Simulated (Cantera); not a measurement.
A Cantera script and its output.

```python
import numpy as np
import cantera as ct

gas = ct.Solution("gri30.yaml")
gas.TPX = 1323, 30000, {'N2O': 1, 'H2O': 0.19}
inlet = ct.Reservoir(gas, clone=True)

reactor = ct.IdealGasConstPressureReactor(gas, energy="off", clone=False)
exhaust = ct.Reservoir(gas, clone=True)
tau = [1.4, 0.58, 0.24, 0.097, 0.04, 0.016, 0.0066, 0.0027, 0.0011, 0.00046, 0.00019][0]
for a, b in ((inlet, reactor), (reactor, exhaust)):
    ct.MassFlowController(a, b, mdot=lambda t: reactor.mass / tau)
net = ct.ReactorNet([reactor])
show = ['N2O', 'H2O', 'H2O2', 'NO', 'HO2']

rows = []
print(f"{'tau/s':>10s}{'T/K':>9s}" + "".join(f"{s:>11s}" for s in show))
for tau in [1.4, 0.58, 0.24, 0.097, 0.04, 0.016, 0.0066, 0.0027, 0.0011, 0.00046, 0.00019]:
    net.initial_time = 0.0
    net.advance(30 * tau)
    before = gas.X
    net.advance(40 * tau)
    drift = np.max(np.abs(gas.X - before) / (gas.X + 1e-9))
    rows.append([gas.T, *gas[show].X, drift])
    print(f"{tau:10.3e}{gas.T:9.1f}" + "".join(f"{x:11.3e}" for x in gas[show].X))
```

It prints:

```
     tau/s      T/K        N2O        H2O       H2O2         NO        HO2
 1.400e+00   1323.0  1.604e-01  1.214e-01  4.545e-08  4.637e-02  5.012e-07
 5.800e-01   1323.0  2.905e-01  1.287e-01  5.492e-08  4.070e-02  9.157e-07
 2.400e-01   1323.0  4.586e-01  1.382e-01  6.584e-08  2.954e-02  1.788e-06
 9.700e-02   1323.0  6.215e-01  1.473e-01  8.035e-08  1.726e-02  3.482e-06
 4.000e-02   1323.0  7.311e-01  1.535e-01  1.025e-07  8.629e-03  6.042e-06
 1.600e-02   1323.0  7.922e-01  1.569e-01  1.382e-07  3.786e-03  9.213e-06
 6.600e-03   1323.0  8.197e-01  1.584e-01  1.790e-07  1.633e-03  1.199e-05
 2.700e-03   1323.0  8.318e-01  1.591e-01  2.114e-07  6.923e-04  1.388e-05
 1.100e-03   1323.0  8.369e-01  1.594e-01  2.175e-07  2.913e-04  1.443e-05
 4.600e-04   1323.0  8.389e-01  1.595e-01  1.735e-07  1.233e-04  1.276e-05
 1.900e-04   1323.0  8.398e-01  1.596e-01  7.726e-08  4.976e-05  7.910e-06
```

Cantera simulation using GRI-Mech 3.0 (53 species, 325 reactions); the numbers are that mechanism's predictions, not measurements. GRI-Mech 3.0 was tuned for natural gas; its chemistry of N2O as a main component is partial and can be far from experiment. The mechanism lacks the step 2 NO + O2 → 2 NO2, which can matter for NO2 below about 1400 K. The temperature is held fixed by assumption; the heat of reaction is taken as removed at once.
